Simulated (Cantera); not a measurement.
## Reactions in the system H-O-Zr

Source: NASA polynomial tables (part measured, part estimated), evaluated in Cantera. Values are per mole of reaction as written; species without (g) are pure solids or liquids, kept so even where they would boil at 1 bar.

H2(g) + ZrO2(g) ⇌ Zr + 2 OH(g)

```json
[
 {"T (K)": "1200", "ΔH° (kJ)": "373.6", "ΔS° (J/K)": "13.0", "ΔG° (kJ)": "357.9", "log10 K": "-15.58"},
 {"T (K)": "1225", "ΔH° (kJ)": "373.7", "ΔS° (J/K)": "13.1", "ΔG° (kJ)": "357.6", "log10 K": "-15.25"},
 {"T (K)": "1250", "ΔH° (kJ)": "373.8", "ΔS° (J/K)": "13.2", "ΔG° (kJ)": "357.3", "log10 K": "-14.93"},
 {"T (K)": "1275", "ΔH° (kJ)": "373.9", "ΔS° (J/K)": "13.3", "ΔG° (kJ)": "357.0", "log10 K": "-14.62"},
 {"T (K)": "1300", "ΔH° (kJ)": "374.0", "ΔS° (J/K)": "13.4", "ΔG° (kJ)": "356.6", "log10 K": "-14.33"},
 {"T (K)": "1325", "ΔH° (kJ)": "374.1", "ΔS° (J/K)": "13.4", "ΔG° (kJ)": "356.3", "log10 K": "-14.05"},
 {"T (K)": "1350", "ΔH° (kJ)": "374.2", "ΔS° (J/K)": "13.5", "ΔG° (kJ)": "356.0", "log10 K": "-13.77"},
 {"T (K)": "1375", "ΔH° (kJ)": "374.4", "ΔS° (J/K)": "13.6", "ΔG° (kJ)": "355.6", "log10 K": "-13.51"},
 {"T (K)": "1400", "ΔH° (kJ)": "374.5", "ΔS° (J/K)": "13.7", "ΔG° (kJ)": "355.3", "log10 K": "-13.26"},
 {"T (K)": "1425", "ΔH° (kJ)": "374.6", "ΔS° (J/K)": "13.8", "ΔG° (kJ)": "354.9", "log10 K": "-13.01"},
 {"T (K)": "1450", "ΔH° (kJ)": "374.8", "ΔS° (J/K)": "13.9", "ΔG° (kJ)": "354.6", "log10 K": "-12.77"}
]
```

2 OH(g) + Zr ⇌ 2 H(g) + ZrO2

```json
[
 {"T (K)": "1200", "ΔH° (kJ)": "-722.4", "ΔS° (J/K)": "-97.9", "ΔG° (kJ)": "-604.9", "log10 K": "26.33"},
 {"T (K)": "1225", "ΔH° (kJ)": "-721.7", "ΔS° (J/K)": "-97.3", "ΔG° (kJ)": "-602.5", "log10 K": "25.69"},
 {"T (K)": "1250", "ΔH° (kJ)": "-721.0", "ΔS° (J/K)": "-96.8", "ΔG° (kJ)": "-600.0", "log10 K": "25.07"},
 {"T (K)": "1275", "ΔH° (kJ)": "-720.3", "ΔS° (J/K)": "-96.2", "ΔG° (kJ)": "-597.6", "log10 K": "24.48"},
 {"T (K)": "1300", "ΔH° (kJ)": "-719.7", "ΔS° (J/K)": "-95.7", "ΔG° (kJ)": "-595.2", "log10 K": "23.92"},
 {"T (K)": "1325", "ΔH° (kJ)": "-719.0", "ΔS° (J/K)": "-95.2", "ΔG° (kJ)": "-592.8", "log10 K": "23.37"},
 {"T (K)": "1350", "ΔH° (kJ)": "-718.3", "ΔS° (J/K)": "-94.7", "ΔG° (kJ)": "-590.5", "log10 K": "22.85"},
 {"T (K)": "1375", "ΔH° (kJ)": "-717.7", "ΔS° (J/K)": "-94.2", "ΔG° (kJ)": "-588.1", "log10 K": "22.34"},
 {"T (K)": "1400", "ΔH° (kJ)": "-717.0", "ΔS° (J/K)": "-93.7", "ΔG° (kJ)": "-585.8", "log10 K": "21.85"},
 {"T (K)": "1425", "ΔH° (kJ)": "-716.3", "ΔS° (J/K)": "-93.3", "ΔG° (kJ)": "-583.4", "log10 K": "21.39"},
 {"T (K)": "1450", "ΔH° (kJ)": "-715.7", "ΔS° (J/K)": "-92.8", "ΔG° (kJ)": "-581.1", "log10 K": "20.93"}
]
```
